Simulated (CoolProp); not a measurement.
A closed Brayton cycle with dry air: compressor inlet 309.15 K and 1.6 MPa, high pressure 2.98 MPa, turbine inlet 910 K, compressor efficiency 0.89, turbine efficiency 0.85, recuperator effectiveness 0.9 (on enthalpy, no pinch check). Each further row changes one setting.

The numbers come from the reference Helmholtz-energy equation of state, Lemmon 2000 in CoolProp. It is a pseudo-pure fit of the blend.

```tsv
case	thermal efficiency (%)	net work (kJ/kg)	compressor to turbine work	compressor exit (K)	turbine exit (K)
as stated	34.8	60.6	0.53	377.0	795.1
turbine inlet 860 K	___	___	___	377.0	750.4
compressor inlet 319.15 K	___	___	___	___	795.1
high pressure 2.53 MPa	32.5	47.8	0.51	358.0	823.8
recuperator effectiveness 0.5	___	60.6	0.53	377.0	795.1
```

Question: Complete the blanks.

Answer: 
- turbine inlet 860 K, thermal efficiency (%): 32.9
- turbine inlet 860 K, net work (kJ/kg): 53.5
- turbine inlet 860 K, compressor to turbine work: 0.56
- compressor inlet 319.15 K, thermal efficiency (%): 33.7
- compressor inlet 319.15 K, net work (kJ/kg): 58.4
- compressor inlet 319.15 K, compressor to turbine work: 0.55
- compressor inlet 319.15 K, compressor exit (K): 389.1
- recuperator effectiveness 0.5, thermal efficiency (%): 17.3
